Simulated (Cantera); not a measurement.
Input (Python, Cantera) and output of one run.

```python
import numpy as np
import cantera as ct

gas_names = """
    B BH BH2 BH3 BN BO BO2 B2 B2O B2O2 B2O3 B3O3H3 H HBO HBO2 HNO HNO2 HNO3 HO2 H2 H2O H2O2 H3B3O6 N NH
    NH2 NH3 NH2OH NO NO2 NO3 N2 N2H2 N2H4 N2O O OH O2 O3
""".split()
cond_names = """
    B(b) B(L) BN(s) B2O3(L) B3O3H3(cr) H2O(s) H2O(L)
""".split()


def load(file, names, dense=False):
    # The tables refer to 1 bar. Condensed volumes are neglected.
    table = {s.name: s for s in ct.Species.list_from_file(file)}
    out = []
    for n in names:
        d = dict(table[n].input_data)
        d["thermo"] = dict(d["thermo"], **{"reference-pressure": 1e5})
        if dense:
            d["equation-of-state"] = {"model": "constant-volume", "density": "1e6 g/cm^3"}
        out.append(ct.Species.from_dict(d))
    return out


gas = ct.Solution(thermo="ideal-gas", species=load("nasa_gas.yaml", gas_names))
cond = {s.name: ct.Solution(thermo="fixed-stoichiometry", species=[s], name=s.name)
        for s in load("nasa_condensed.yaml", cond_names, dense=True)}
atoms = {
    'borazine': {'B': 3, 'N': 3, 'H': 6},
    'O2': {'O': 2},
    'H2': {'H': 2},
}
top_T = {'BN(s)': 3200}  # K; cautious upper limits of use, not melting points


def equilibrate(T, P, feed):
    n = {}
    for name, mol in feed.items():
        for a, k in atoms[name].items():
            n[a] = n.get(a, 0.0) + k * mol
    gas.TPX = T, P, n
    mass = sum(n.values()) * gas.mean_molecular_weight
    gas.equilibrate("TP")
    valid = [c for c in cond.values() if c.min_temp <= T <= top_T.get(c.name, c.max_temp)]
    mix = ct.Mixture([(gas, mass / gas.mean_molecular_weight)] + [(c, 0.0) for c in valid])
    mix.T, mix.P = T, P
    mix.equilibrate("TP", solver="vcs", rtol=1e-11, max_steps=5000)
    return mix


results = []
feed = {'borazine': 1, 'O2': 0.19, 'H2': 57}  # mol
T = 2048  # K
P = 2700  # Pa
mix = equilibrate(T, P, feed)
results.append((T, P, feed, dict(zip(mix.species_names, mix.species_moles))))
print(gas.report(threshold=0.001))
for i in range(1, mix.n_phases):
    print(f"{mix.phase(i).name:16s} {mix.phase_moles(i):12.5e} mol")
```

Output:

```
       temperature   2048 K
          pressure   2700 Pa
           density   0.00038002 kg/m^3
  mean mol. weight   2.3967 kg/kmol
   phase of matter   gas

                          1 kg             1 kmol
                     ---------------   ---------------
          enthalpy        2.3634e+07        5.6641e+07  J
   internal energy        1.6529e+07        3.9613e+07  J
           entropy             92406        2.2147e+05  J/K
    Gibbs function       -1.6561e+08       -3.9692e+08  J
 heat capacity c_p             14325             34333  J/K
 heat capacity c_v             10856             26018  J/K

                      mass frac. Y      mole frac. X     chem. pot. / RT
                     ---------------   ---------------   ---------------
                 H          0.005648          0.013429           -11.599
               HBO          0.058991         0.0050825            -50.69
                H2           0.81681           0.97104           -23.198
                N2           0.10256         0.0087742           -35.369
     [  +35 minor]          0.015989         0.0016766

B(b)              6.54934e-01 mol
BN(s)             1.92658e+00 mol
B2O3(L)           0.00000e+00 mol
```

Equilibrium computed with Cantera from the NASA thermochemical tables; the gas is ideal and each condensed phase is pure. The feed counts by its element totals alone. Mutual solubility and eutectic melting of coexisting phases are not modelled. The tables' values for BH2 are old estimates; treat these amounts as uncertain.
